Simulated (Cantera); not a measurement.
**Dilute partial oxidation**

An isothermal, constant-pressure homogeneous reactor starts with C₂H₆ : O₂ : N₂ : H₂O = 0.026 : 0.053 : 1 : 0.0014 (molar parts), equivalence ratio 1.7, at 1175 K and 10.0 bar.

Detailed kinetics in Cantera: GRI-Mech 3.0 (53 species, 325 reactions). The temperature is held fixed by assumption; the heat of reaction is taken as removed at once.

```csv
t (s),x C₂H₆,x O₂,x CH₂CO,x NO₂,x HCO,x N₂O
6.00e-5,0.0241,0.0491,1.17e-11,<1e-12,<1e-12,2.38e-12
0.000344,0.0240,0.0490,1.82e-9,<1e-12,5.58e-12,1.31e-10
0.00197,0.0227,0.0484,4.30e-6,<1e-12,4.54e-10,3.74e-9
0.0113,0.000133,0.000968,0.000291,1.61e-11,7.01e-9,4.39e-8
0.0648,5.46e-5,7.01e-5,5.80e-5,1.09e-12,3.12e-10,3.83e-8
0.372,3.58e-5,4.43e-6,6.06e-6,<1e-12,7.01e-11,2.21e-8
2.13,3.21e-5,1.15e-9,1.77e-7,<1e-12,5.48e-11,1.31e-9
12.2,3.58e-5,<1e-12,1.11e-7,<1e-12,5.29e-11,<1e-12
70.0,1.93e-5,<1e-12,2.68e-8,<1e-12,2.73e-11,<1e-12
```
x: mole fraction; the columns are a selection and need not sum to one.

Equilibrium at this temperature and pressure: C₂H₆ <1e-12, O₂ <1e-12, CH₂CO 1.70e-12, NO₂ <1e-12, HCO 1.81e-11, N₂O <1e-12 (gas phase only).
